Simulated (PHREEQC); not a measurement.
# Copper plating or etch bath (model solution)

Solution (20 °C): 0.23 mol Cu(NO3)2, 4.6e-05 mol HCl, 0.24 mol H3BO3 and 0.015 mol KCl per kg of water. Closed to the air; pH follows from the charge balance.

The numbers come from PHREEQC with the ion-association model, phreeqc.dat.

```
Property                   Result
-----------------  --------------
pH                           4.06
ionic strength      0.702 mol/kgw
activity of water           0.984
density               1.039 g/cm³
total alkalinity   -0.0460 meq/kg
```

| species | molality | activity | log γ |
|---|---|---|---|
| NO3- | 0.460 | 0.269 | -0.232 |
| H3BO3 | 0.240 | 0.282 | 0.070 |
| Cu+2 | 0.228 | 0.0523 | -0.640 |
| K+ | 0.0150 | 0.00934 | -0.206 |
| Cl- | 0.0135 | 0.00854 | -0.200 |
| CuCl+ | 0.00149 | 0.000937 | -0.202 |
| H+ | 0.000116 | 8.72e-5 | -0.122 |
| Cu2(OH)2+2 | 2.88e-5 | 9.19e-6 | -0.496 |
| CuOH+ | 9.39e-6 | 5.90e-6 | -0.202 |
| CuCl2 | 3.46e-6 | 4.07e-6 | 0.070 |
| H2BO3- | 2.26e-6 | 1.70e-6 | -0.124 |
| Cu(OH)2 | 1.18e-7 | 1.39e-7 | 0.070 |

No solid was allowed to form. Caution: at this ionic strength the ion-association model is outside its range; a Pitzer model would be the better tool where its parameters exist.
